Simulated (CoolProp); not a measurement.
Properties of propylene glycol at several states.

Values from CoolProp's reference Helmholtz-energy equation of state, Eisenbach 2021.

| T (K) | p (MPa) | phase | density (kg/m³) | fugacity coefficient |
|---|---|---|---|---|
| 560.5 | 2.6 | liquid | 776.6 | 0.4051 |
| 256.6 | 0.025 | liquid | 1064 | 8.408e-6 |
| 359.9 | 0.0235 | liquid | 983.9 | 0.06161 |
| 520.4 | 0.187 | gas | 3.368 | 0.9770 |
